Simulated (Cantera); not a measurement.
## Thermodynamics of abatement and gas-phase synthesis, feed CO2 + H2

A closed system holds: 1 mol CO2, a varied amount of H2, held at 2652 °C and 0.0510 bar.

Cantera equilibrium calculation (NASA polynomials, part measured and part estimated; ideal gas, pure solids and liquids). Candidate condensed phases: C, C6H6, C7H8, C8H18, H2O; 110 gas species. Rates play no part.

From 0.17 mol H2 to 8.5 mol H2 nothing is condensed. The main C-bearing gas is CO throughout.

```
n(H2) (mol)  log p H2  log p CO  log p H  log p H2O  log p CO2  log p O  log p O2  log p OH
-----------  --------  --------  -------  ---------  ---------  -------  --------  --------
0.17            -3.15     -1.64    -2.48      -2.80      -2.14    -2.17     -2.21     -2.63
0.25            -2.93     -1.65    -2.37      -2.61      -2.19    -2.20     -2.28     -2.55
0.37            -2.72     -1.67    -2.26      -2.44      -2.26    -2.24     -2.37     -2.49
0.55            -2.51     -1.70    -2.16      -2.30      -2.35    -2.31     -2.50     -2.45
0.82            -2.31     -1.74    -2.06      -2.19      -2.49    -2.40     -2.69     -2.45
1.2             -2.13     -1.80    -1.97      -2.14      -2.66    -2.53     -2.93     -2.48
1.8             -1.96     -1.88    -1.89      -2.13      -2.91    -2.69     -3.26     -2.56
2.6             -1.84     -1.97    -1.83      -2.18      -3.17    -2.86     -3.59     -2.67
3.9             -1.74     -2.10    -1.78      -2.27      -3.48    -3.05     -3.98     -2.81
5.7             -1.68     -2.23    -1.74      -2.38      -3.79    -3.23     -4.33     -2.95
8.5             -1.63     -2.38    -1.72      -2.52      -4.13    -3.41     -4.70     -3.11
```
log p: log10 of the partial pressure in bar; nothing condenses.
